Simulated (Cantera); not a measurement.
## Silicon oxide and oxynitride deposition: TEOS + NO + H2 + H2O

Feed: 1 mol TEOS, 4.8 mol NO, 8.5 mol H2, 0.44 mol H2O, at 36.0 mbar.

Equilibrium computed with Cantera from the NASA thermochemical tables; the gas is ideal and each condensed phase is pure. Candidate condensed phases: C, C6H6, C7H8, C8H18, H2O, Si, SiC, SiO2, Si2N2O, Si3N4; 151 gas species. The feed counts by its element totals alone. The numbers say what is thermodynamically allowed, not how fast it happens.

```
T (°C)  log p H2  log p CO  log p H2O  log p N2  log p CH4  log p CO2  n C(graphite)  n SiO2(α-quartz)  n SiO2(β-quartz)
------  --------  --------  ---------  --------  ---------  ---------  -------------  ----------------  ----------------
427        -1.72     -3.11      -2.19     -2.39      -2.51      -2.61           4.20              1.00                 0
452        -1.68     -2.88      -2.28     -2.41      -2.65      -2.60           4.23              1.00                 0
477        -1.66     -2.68      -2.38     -2.43      -2.81      -2.61           4.06              1.00                 0
502        -1.64     -2.51      -2.49     -2.45      -2.97      -2.65           3.70              1.00                 0
527        -1.63     -2.36      -2.63     -2.46      -3.14      -2.73           3.18              1.00                 0
552        -1.63     -2.25      -2.78     -2.48      -3.30      -2.85           2.60              1.00                 0
577        -1.63     -2.17      -2.95     -2.49      -3.46      -3.02           2.05                 0              1.00
602        -1.63     -2.12      -3.14     -2.50      -3.61      -3.21           1.60                 0              1.00
627        -1.63     -2.09      -3.33     -2.51      -3.76      -3.43           1.27                 0              1.00
652        -1.62     -2.07      -3.52     -2.51      -3.89      -3.66           1.07                 0              1.00
677        -1.62     -2.06      -3.71     -2.51      -4.02      -3.89          0.940                 0              1.00
```
log p: log10 of the partial pressure in bar; n: condensed amount in mol.

From 427 °C to 552 °C the condensed part is C(graphite) + SiO2(α-quartz). From 577 °C to 677 °C the condensed part is C(graphite) + SiO2(β-quartz).
